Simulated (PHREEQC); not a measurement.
PHREEQC input (ion-association model, wateq4f.dat):

```
SOLUTION_MASTER_SPECIES
  An  An-  0  An  62.0  # stands for a non-complexing anion
SOLUTION_SPECIES
  An- = An-
    -log_k 0
    -gamma 3.0 0
  PO4-3 + 3H+ = H3PO4  # constants of phreeqc.dat
    -log_k 21.721
    -delta_h -10.1 kJ
PHASES
  Fix_H+
    H+ = H+
    -log_k 0
SOLUTION 1
  temp 25
  units mmol/kgw
  pH 7 charge
  S(6) 0.0023
  Ag 0.0046
  B 0.0011
  P 0.0015
  Na 1.0015
  An 1
END
SELECTED_OUTPUT 1
  -reset false
  -pH true
  -pe true
  -ionic_strength true
  -water true
  -totals Ag B Na P S S(-2) S(6)
  -molalities Hfo_wOH Hfo_wOH2+ Hfo_wO- Hfo_sOH Hfo_sOH2+ Hfo_sO- Hfo_wSO4- Hfo_wOHSO4-2 Hfo_wH2PO4 Hfo_wHPO4-
    Hfo_wPO4-2 Hfo_wH2BO3 Hfo_sOAg Hfo_wOAg
  -saturation_indices Ag2O Ag3PO4 Ag2SO4 Mirabilite
USER_PUNCH 1
  -headings sigma psi
  10 PUNCH EDL("sigma", "Hfo"), EDL("psi", "Hfo")
PRINT
  -reset false
USE solution 1
SURFACE 1
  Hfo_wOH 5.39326e-05 600 0.024
  Hfo_sOH 1.34831e-06
EQUILIBRIUM_PHASES 1
  Fix_H+ -3 HAn 10
    -force_equality true
  O2(g) -0.68 10
END
# ... the last block is repeated for the other 12 points of pH, with NaOH or the acid as the point needs
```

Selected output (columns that matter, 13 of 13 rows; pH added in front):

```
pH	mu	Ag	B	Na	P	S	m_Hfo_wOH	m_Hfo_wOH2+	m_Hfo_wO-	si_Ag2O	si_Ag3PO4	si_Mirabilite	sigma	psi
3	0.0020709	4.6e-06	1.0999e-06	0.0010015	2.3013e-11	3.3017e-10	1.3062e-05	3.6965e-05	1.0574e-07	-17.298	-22.797	-14.533	0.22155	0.22705
3.67	0.0012378	4.5997e-06	1.0999e-06	0.0010015	1.6354e-11	7.351e-10	2.4428e-05	2.5162e-05	5.433e-07	-15.949	-21.543	-14.13	0.13126	0.21338
4.33	0.0010601	4.5985e-06	1.0999e-06	0.0010015	2.7561e-11	4.5258e-09	3.0814e-05	1.8123e-05	1.2002e-06	-14.627	-19.982	-13.328	0.075161	0.18874
5	0.0010195	4.5922e-06	1.0998e-06	0.0010015	6.8894e-11	4.542e-08	3.4231e-05	1.4034e-05	1.9127e-06	-13.287	-18.245	-12.323	0.040761	0.15837
5.67	0.0010103	4.5625e-06	1.0998e-06	0.0010015	2.0446e-10	4.6016e-07	3.6505e-05	1.1412e-05	2.6751e-06	-11.953	-16.451	-11.317	0.021369	0.12571
6.33	0.0010089	4.4418e-06	1.0998e-06	0.0010015	6.0363e-10	1.6935e-06	3.8946e-05	9.0318e-06	3.8472e-06	-10.656	-14.742	-10.751	0.011388	0.094335
7	0.0010083	4.1006e-06	1.0998e-06	0.0010015	3.144e-09	2.2495e-06	3.986e-05	7.9223e-06	4.5944e-06	-9.3855	-12.957	-10.627	0.0052396	0.058664
7.67	0.0010076	3.6184e-06	1.0998e-06	0.0010015	3.2892e-08	2.2974e-06	4.0022e-05	7.5454e-06	4.863e-06	-8.1541	-11.159	-10.618	0.0015166	0.020386
8.33	0.0010104	3.2419e-06	1.0998e-06	0.0010046	3.7382e-07	2.2999e-06	4.0338e-05	7.0309e-06	5.3018e-06	-6.9298	-9.4988	-10.615	-0.0012289	-0.01664
9	0.0010217	2.7448e-06	1.0999e-06	0.0010158	1.2572e-06	2.3e-06	4.0797e-05	6.0516e-06	6.3005e-06	-5.7351	-8.4984	-10.606	-0.0044919	-0.052131
9.67	0.0010615	1.7153e-06	1.1e-06	0.0010568	1.4844e-06	2.3e-06	4.0126e-05	5.3539e-06	6.8893e-06	-4.8072	-8.3715	-10.573	-0.010475	-0.089044
10.33	0.0012368	6.5993e-07	1.1e-06	0.0012341	1.499e-06	2.3e-06	3.9034e-05	4.4442e-06	7.8542e-06	-4.3334	-8.9843	-10.446	-0.022865	-0.12401
11	0.0020698	1.9162e-07	1.1e-06	0.0020697	1.4999e-06	2.3e-06	3.7102e-05	2.9035e-06	1.0861e-05	-4.1457	-10.081	-10.026	-0.053331	-0.15401
```

H3PO4, which wateq4f.dat lacks, is added to it with the constant of phreeqc.dat. The database has no phosphate complexes of Ag. The oxide is taken as insoluble; below pH 4 it would dissolve.
